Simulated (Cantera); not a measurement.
Input: 1 mol Si3N4, 0.024 mol Si, 0.47 mol N2, at 1673.15 K and 1 atm.

Cantera equilibrium calculation (NASA polynomials, part measured and part estimated; ideal gas, pure solids and liquids). Candidate condensed phases: Si, Si3N4; 7 gas species. Equilibrium is a limit: real reactors are often held back by kinetics, nucleation or transport.

Base state: N2 1.00 (mole fractions); condensed: Si3N4(s).

Question: What changes in the equilibrium state with this change: Si3N4 replaced by SiO2?

Answer: 
| species | before | after |
|---|---|---|
| N2 | 1.00 | 1.000 |
| SiO | 0 | 0.000138 |
| Si3N4(s), mol | 1.01 | 0 |
| SiO2(β-quartz), mol | 0 | 0.992 |
| Si2N2O(s), mol | 0 | 0.0160 |
Mutual solubility and eutectic melting of coexisting phases are not modelled. The tables hold silica as quartz up to 1696 K and as liquid above; real silica turns to tridymite and cristobalite and melts near 1996 K. Further candidate phases: SiO2, Si2N2O.
